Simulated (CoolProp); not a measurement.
Properties of cyclohexane along the isobar 4.27 MPa.

Values from CoolProp's reference Helmholtz-energy equation of state, Zhou 2014.

| T (K) | phase | Z | cv (kJ/(kg K)) | speed of sound (m/s) | viscosity (µPa s) |
|---|---|---|---|---|---|
| 297.2 | liquid | 0.1868 | 1.348 | 1286 | 958 |
| 305.6 | liquid | 0.1835 | 1.385 | 1246 | ? |
| 314 | liquid | ? | 1.422 | 1207 | 731 |
| 322.4 | liquid | 0.1776 | 1.459 | 1168 | 648 |
| 330.8 | liquid | 0.1749 | 1.497 | 1130 | 578 |
| 339.2 | liquid | 0.1724 | 1.535 | 1093 | 519 |
| 347.6 | liquid | ? | 1.573 | 1056 | 468 |
| 356 | liquid | 0.1680 | 1.612 | 1019 | 425 |
| 364.3 | liquid | 0.1660 | ? | 984.2 | ? |
| 372.7 | liquid | 0.1642 | 1.689 | 949.2 | 354 |
| 381.1 | liquid | 0.1625 | ? | 914.7 | 324 |
| 389.5 | liquid | 0.1610 | 1.768 | 880.8 | 298 |
| 397.9 | liquid | 0.1597 | 1.808 | 847.3 | 275 |
| 406.3 | liquid | ? | 1.847 | 814.2 | 254 |

Fill in the missing entries.


- 305.6, viscosity (µPa s): 833
- 314, Z: 0.1804
- 347.6, Z: 0.1701
- 364.3, cv (kJ/(kg K)): 1.650
- 364.3, viscosity (µPa s): 387
- 381.1, cv (kJ/(kg K)): 1.728
- 406.3, Z: 0.1584

Viscosity comes from a separate model (Tariq 2014).
